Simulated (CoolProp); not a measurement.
Vapour-liquid equilibrium of isohexane (1) + n-hexane (2) at 424.4 K; x and y are mole fractions of (1).

Values from CoolProp's multi-fluid Helmholtz-energy mixture model, Lemmon 2006 and Thol 2019; pair parameters Bell 2016.

Give the bubble pressure and the first vapour's composition at x = 0.35, 0.55, 0.95. Is there an azeotrope?

x = 0.35: 8.289 bar, y = 0.383; x = 0.55: 8.601 bar, y = 0.583; x = 0.95: 9.179 bar, y = 0.955. No azeotrope shows between x = 0.05 and 0.95.

Pair parameters are fitted to limited data, so mixtures are less certain than the pure fluids.
